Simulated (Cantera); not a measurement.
A perfectly stirred reactor is fed with 3.34 % CH4, 4.35 % C2H6, 0.171 % C3H8, 16.2 % O2, 73.2 % N2, 2.67 % H2O, at 13.8 atm; it is adiabatic with a 448 K inlet, and is followed from long to short residence time, starting on the burning branch (τ in s: 0.033, 0.014, 0.0061, 0.0026, 0.0011, 0.00049, 0.00021, 9.1e-05, 3.9e-05, 1.7e-05).

Detailed kinetics in Cantera: GRI-Mech 3.0 (53 species, 325 reactions). The pressure lies above the range GRI-Mech 3.0 was tuned for (to about 10 atm).

### Question
Predict: blow-out, bracketed by the residence times tried; x(CH4) at τ = 33.0 ms; x(C2H6) at τ = 33.0 ms; x(C3H8) at τ = 33.0 ms; x(N2O) at τ = 33.0 ms; x(CH2) at τ = 33.0 ms; x(CH4) at τ = 0.490 ms; x(C2H6) at τ = 0.490 ms; x(C3H8) at τ = 0.490 ms; x(N2O) at τ = 0.490 ms; x(CH2) at τ = 0.490 ms.

### Answer
```json
{
  "blow_out_bracketed_by_the_residence_times_tried": "burning at 0.210 ms, out at 91.0 µs",
  "x(CH4) at τ = 33.0 ms": "0.00234",
  "x(C2H6) at τ = 33.0 ms": "3.13e-6",
  "x(C3H8) at τ = 33.0 ms": "3.20e-8",
  "x(N2O) at τ = 33.0 ms": "2.45e-9",
  "x(CH2) at τ = 33.0 ms": "1.71e-7",
  "x(CH4) at τ = 0.490 ms": "0.00540",
  "x(C2H6) at τ = 0.490 ms": "0.000159",
  "x(C3H8) at τ = 0.490 ms": "2.43e-6",
  "x(N2O) at τ = 0.490 ms": "5.05e-8",
  "x(CH2) at τ = 0.490 ms": "3.11e-6"
}
```
